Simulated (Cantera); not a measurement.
An adiabatic, constant-volume homogeneous reactor starts with CH4 : C2H6 : O2 : N2 = 1 : 0.048 : 2.17 : 8.15 (molar parts), at 1698 K and 3750 Torr. Integrator tolerance rtol = 1e-08.

Model: GRI-Mech 3.0 (53 species, 325 reactions), integrated in Cantera. Above 3000 K some thermodynamic fits are extrapolated.

Task: What does this change do: initial temperature 1698 to 1075 K?

Result: 
| quantity | before | after |
|---|---|---|
| time of steepest temperature rise | 26.4 µs | 14.8 ms |
| temperature at 1.00 s | 3108 K | 2905 K |
| equilibrium temperature | 3108 K | 2905 K |
| x(CH4) at 1.00 s | <1e-12 (gas-phase equilibrium <1e-12) | <1e-12 (gas-phase equilibrium <1e-12) |
| x(C2H6) at 1.00 s | <1e-12 (gas-phase equilibrium <1e-12) | <1e-12 (gas-phase equilibrium <1e-12) |
| x(O2) at 1.00 s | 0.0196 (gas-phase equilibrium 0.0196) | 0.0135 (gas-phase equilibrium 0.0135) |
| x(OH) at 1.00 s | 0.0247 (gas-phase equilibrium 0.0247) | 0.0143 (gas-phase equilibrium 0.0143) |
| x(CO2) at 1.00 s | 0.0430 (gas-phase equilibrium 0.0430) | 0.0607 (gas-phase equilibrium 0.0607) |

Task: What does this change do: initial temperature 1698 to 1548 K?

Result: 
```
quantity                                                          before                                  after
---------------------------------  -------------------------------------  -------------------------------------
time of steepest temperature rise                                26.4 µs                                90.6 µs
temperature at 1.00 s                                             3108 K                                 3061 K
equilibrium temperature                                           3108 K                                 3061 K
x(CH4) at 1.00 s                   <1e-12 (gas-phase equilibrium <1e-12)  <1e-12 (gas-phase equilibrium <1e-12)
x(C2H6) at 1.00 s                  <1e-12 (gas-phase equilibrium <1e-12)  <1e-12 (gas-phase equilibrium <1e-12)
x(O2) at 1.00 s                    0.0196 (gas-phase equilibrium 0.0196)  0.0183 (gas-phase equilibrium 0.0183)
x(OH) at 1.00 s                    0.0247 (gas-phase equilibrium 0.0247)  0.0221 (gas-phase equilibrium 0.0221)
x(CO2) at 1.00 s                   0.0430 (gas-phase equilibrium 0.0430)  0.0470 (gas-phase equilibrium 0.0470)
```

Task: What does this change do: pressure from 3750 Torr to 7500 Torr?

Result: 
```json
[
 {"quantity": "time of steepest temperature rise", "before": "26.4 µs", "after": "16.4 µs"},
 {"quantity": "temperature at 1.00 s", "before": "3108 K", "after": "3173 K"},
 {"quantity": "equilibrium temperature", "before": "3108 K", "after": "3173 K"},
 {"quantity": "x(CH4) at 1.00 s", "before": "<1e-12 (gas-phase equilibrium <1e-12)", "after": "<1e-12 (gas-phase equilibrium <1e-12)"},
 {"quantity": "x(C2H6) at 1.00 s", "before": "<1e-12 (gas-phase equilibrium <1e-12)", "after": "<1e-12 (gas-phase equilibrium <1e-12)"},
 {"quantity": "x(O2) at 1.00 s", "before": "0.0196 (gas-phase equilibrium 0.0196)", "after": "0.0180 (gas-phase equilibrium 0.0180)"},
 {"quantity": "x(OH) at 1.00 s", "before": "0.0247 (gas-phase equilibrium 0.0247)", "after": "0.0234 (gas-phase equilibrium 0.0234)"},
 {"quantity": "x(CO2) at 1.00 s", "before": "0.0430 (gas-phase equilibrium 0.0430)", "after": "0.0454 (gas-phase equilibrium 0.0454)"}
]
```
